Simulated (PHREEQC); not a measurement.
Phosphoric acid bath: speciation

Consider water at 25 °C with 0.011 mol/kgw H3PO4. It is in equilibrium with CO2 at log p = -3.4 (atm). Otherwise closed; pH follows from the charge balance.

All values are PHREEQC results (ion-association model, phreeqc.dat), not measurements.

```
Quantity                        Value
--------------------  ---------------
pH                               2.24
ionic strength        0.00619 mol/kgw
specific conductance       2230 µS/cm
total alkalinity         -11.0 meq/kg
```

```csv
species,molality,activity,log γ
H+,0.00619,0.00574,-0.033
H2PO4-,0.00619,0.00570,-0.035
H3PO4,0.00481,0.00482,0.001
CO2,1.35e-5,1.36e-5,0.001
HPO4-2,8.56e-8,6.17e-8,-0.142
HCO3-,1.14e-9,1.05e-9,-0.035
```

Precipitation was switched off in this run. Complexes and solids missing from the database can't appear.
